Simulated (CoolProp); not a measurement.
Vapour pressure (MPa) of sulfur hexafluoride: the reference equation beside estimates from Tc = 45.6 °C, pc = 3.755 MPa, ω = 0.210.

The numbers come from the reference Helmholtz-energy equation of state, Guder 2009 in CoolProp.

```
T (°C)  reference  Lee-Kesler  Redlich-Kwong  Peng-Robinson
------  ---------  ----------  -------------  -------------
-32.95     0.4433      0.4515         0.5944         0.4478
-30.15     0.4898      0.4986         0.6491         0.4945
-27.25     0.5417      0.5512         0.7095         0.5467
-24.35     0.5976      0.6077         0.7736         0.6029
-21.45     0.6577      0.6683         0.8417         0.6633
-18.55     0.7222      0.7333         0.9138         0.7282
-15.75     0.7888      0.8003         0.9873         0.7952
-12.85     0.8625      0.8743          1.068         0.8694
-9.95      0.9411      0.9532          1.152         0.9486
-7.05       1.025       1.037          1.242          1.033
-4.15       1.114       1.126          1.335          1.123
-1.35       1.206       1.218          1.430          1.215
1.55        1.306       1.318          1.533          1.317
4.45        1.413       1.424          1.641          1.424
```

Absolute difference from the reference over all 14 rows, mean and median: Lee-Kesler 1.4 and 1.4 %, Redlich-Kwong 24.7 and 24.5 %, Peng-Robinson 0.8 and 0.8 %.
